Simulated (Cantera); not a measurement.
**Ignition delay**

Mixture: 7.46 % CH4, 14.9 % O2, 77.6 % N2, at 1900000 Pa, adiabatic and at constant pressure. Ignition delay is the time to a rise of 400 K.

Model: GRI-Mech 3.0 (53 species, 325 reactions), integrated in Cantera. The pressure lies above the range GRI-Mech 3.0 was tuned for (to about 10 atm).

```
T0 (K)  delay (ms)
------  ----------
1300          1.01
1350         0.600
1400         0.366
1450         0.227
1500         0.143
1550        0.0917
1600        0.0596
1650        0.0393
1700        0.0263
```

```json
{
  "apparent activation energy between 1600 and 1700 K": "180 kJ/mol"
}
```
